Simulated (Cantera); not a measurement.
Cantera run, input and output.

```python
import numpy as np
import cantera as ct

gas = ct.Solution("gri30.yaml")
gas.TPX = 750, 1000000, {'CH3OH': 1, 'O2': 1.15, 'N2': 4.34}
inlet = ct.Reservoir(gas, clone=True)
gas.equilibrate("HP")  # start burning
reactor = ct.IdealGasConstPressureReactor(gas, energy="on", clone=False)
exhaust = ct.Reservoir(gas, clone=True)
tau = [0.045, 0.024, 0.013, 0.0069, 0.0037, 0.002, 0.0011, 0.00057, 0.00031, 0.00016, 8.8e-05, 4.7e-05, 2.5e-05][0]
for a, b in ((inlet, reactor), (reactor, exhaust)):
    ct.MassFlowController(a, b, mdot=lambda t: reactor.mass / tau)
net = ct.ReactorNet([reactor])
show = ['CH3OH', 'O2', 'C2H6', 'OH', 'CH2CO']

rows = []
print(f"{'tau/s':>10s}{'T/K':>9s}" + "".join(f"{s:>11s}" for s in show))
for tau in [0.045, 0.024, 0.013, 0.0069, 0.0037, 0.002, 0.0011, 0.00057, 0.00031, 0.00016, 8.8e-05, 4.7e-05, 2.5e-05]:
    net.initial_time = 0.0
    net.advance(30 * tau)
    before = gas.X
    net.advance(40 * tau)
    drift = np.max(np.abs(gas.X - before) / (gas.X + 1e-9))
    rows.append([gas.T, *gas[show].X, drift])
    print(f"{tau:10.3e}{gas.T:9.1f}" + "".join(f"{x:11.3e}" for x in gas[show].X))
```

It prints:

```
     tau/s      T/K      CH3OH         O2       C2H6         OH      CH2CO
 4.500e-02   2402.9  3.426e-07  9.260e-05  1.671e-12  1.314e-03  4.452e-09
 2.400e-02   2401.9  6.188e-07  1.128e-04  4.749e-12  1.378e-03  7.785e-09
 1.300e-02   2400.3  1.078e-06  1.466e-04  1.166e-11  1.483e-03  1.288e-08
 6.900e-03   2397.6  1.858e-06  2.048e-04  2.516e-11  1.654e-03  2.049e-08
 3.700e-03   2393.4  3.073e-06  2.977e-04  4.526e-11  1.909e-03  3.032e-08
 2.000e-03   2387.4  4.901e-06  4.419e-04  7.018e-11  2.262e-03  4.209e-08
 1.100e-03   2379.1  7.546e-06  6.556e-04  9.934e-11  2.715e-03  5.564e-08
 5.700e-04   2366.5  1.195e-05  1.013e-03  1.451e-10  3.339e-03  7.456e-08
 3.100e-04   2350.9  1.822e-05  1.504e-03  2.218e-10  4.023e-03  9.955e-08
 1.600e-04   2328.7  2.891e-05  2.279e-03  4.064e-10  4.846e-03  1.432e-07
 8.800e-05   2303.2  4.443e-05  3.269e-03  8.216e-10  5.611e-03  2.119e-07
 4.700e-05   2270.2  7.129e-05  4.710e-03  2.026e-09  6.348e-03  3.461e-07
 2.500e-05   2229.9  1.192e-04  6.776e-03  5.944e-09  6.885e-03  6.274e-07
```

Model: GRI-Mech 3.0 (53 species, 325 reactions), integrated in Cantera. GRI-Mech 3.0 was tuned for natural gas; its chemistry of methanol as a main component is partial and can be far from experiment.
